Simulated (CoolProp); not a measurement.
Model: reference Helmholtz-energy equation of state, Tillner-Roth 1997, in CoolProp.

Problem. For CH2F2 (R32), give the phase and the density (kg/m³), conductivity (mW/(m K)), fugacity coefficient at 30.95 °C and 0.738 MPa.

Solution. 
- 30.95 °C and 0.738 MPa: gas; density 16.7, conductivity 14.9, fugacity coefficient 0.918

Thermal conductivity comes from a separate model (Huber 2003), an estimate that may be off by 10 % or more.
